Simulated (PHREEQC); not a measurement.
# Copper plating or etch bath: speciation

Make-up at 25 °C: 0.0045 mol CuCl2 and 0.0014 mol HCl per kg of water. Closed to the air; pH follows from the charge balance.

All values are PHREEQC results (ion-association model, wateq4f.dat), not measurements.

Precipitation was switched off in this run.

Q: Estimate the pH.

A: pH 2.90.

Q: In which forms is Cu present?

A: Cu+2 98 %, CuCl+ 1.7 % of the Cu.
